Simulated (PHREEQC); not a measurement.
A column of 1 m (40 cells, dispersivity 0.08 m, 3600 s a shift, diffusion coefficient 3e-10 m²/s) holds 0.048 eq of the database's cation exchanger X per kg of pore water, first in equilibrium with 15 mmol/kgw MnCl2 and 0.01 mmol/kgw HCl. It is flushed with 0.012 mol/kgw ZnCl2, 0.0026 mol/kgw MgCl2, 0.0069 mol/kgw KBr and 1e-05 mol/kgw HCl, at 40 °C. Values are for the last cell. CO2 from the air is kept out. Precipitation was switched off in this run.

The series has 34 steps of pore volumes, from 0 to 4.963.

Equilibrium calculation in PHREEQC: ion-association model, phreeqc.dat.

Question: After how many pore volumes does Zn at the outlet first reach half of its feed value?

Answer: By 2.6 pore volumes.

Question: After how many pore volumes does K at the outlet first reach half of its feed value?

Answer: By 1.8 pore volumes.

Question: After how many pore volumes does Br at the outlet first reach half of its feed value?

Answer: By 1.1 pore volumes.

At this temperature some constants are extrapolated from 25 °C, and those without enthalpy data are left unchanged.
